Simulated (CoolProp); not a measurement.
A Linde-Hampson liquefier for oxygen: isothermal reversible compression at 280 K from 1 atm to 15 MPa, throttling to 1 atm, return gas leaving the recuperator 2 K below the feed. Each further row changes one setting.

The numbers come from the reference Helmholtz-energy equation of state, Schmidt 1985 in CoolProp.

```csv
case,liquid yield per pass,compression work (kJ/kg of gas)
as stated,0.097,356
high pressure 30 MPa,0.162,402
warm-end temperature 310 K,0.072,398
warm-end gap 7 K,0.086,356
```

Above 300 K oxygen's equation is extrapolated.
